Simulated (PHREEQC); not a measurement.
## Nickel, zinc or cadmium bath

Consider water at 25 °C with 0.2 mol ZnSO4, 0.019 mol Na2SO4 and 4.2e-05 mol FeSO4 per kg of water. Closed to the air; pH follows from the charge balance.

All values are PHREEQC results (ion-association model, wateq4f.dat), not measurements.

Each row changes one thing in this solution. This is a speciation only: nothing precipitates in the calculation.

```tsv
case	pH	ionic strength (mol/kgw)	Zn+2 (mol/kgw)	ZnSO4 (mol/kgw)	SO4-2 (mol/kgw)	Zn(SO4)2-2 (mol/kgw)	SI of Goslarite (ZnSO4:7H2O)	SI of Zincite(c) (ZnO)
as made	5.50	0.403	0.0879	0.0759	0.0680	0.0362	-1.51	-1.78
FeSO4 left out	5.50	0.403	0.0879	0.0759	0.0680	0.0362	-1.51	-1.78
ZnSO4 from 0.2 to 0.04 mol/kgw	5.71	0.128	0.0186	0.0170	0.0313	0.00440	-2.17	-1.88
Na2SO4 from 0.019 to 0.0019 mol/kgw	5.47	0.373	0.0919	0.0753	0.0607	0.0328	-1.51	-1.80
FeSO4 from 4.2e-05 to 0.00021 mol/kgw	5.50	0.404	0.0878	0.0759	0.0680	0.0362	-1.51	-1.78
ZnSO4 from 0.2 to 0.22 mol/kgw	5.49	0.437	0.0965	0.0828	0.0720	0.0407	-1.47	-1.77
diluted 2-fold with water	5.55	0.213	0.0467	0.0400	0.0418	0.0133	-1.80	-1.85
FeSO4 from 4.2e-05 to 6.3e-05 mol/kgw	5.50	0.403	0.0879	0.0759	0.0680	0.0362	-1.51	-1.78
0.032 mol/kgw H2SO4 added	1.73	0.438	0.0922	0.0739	0.0672	0.0339	-1.52	-9.31
```
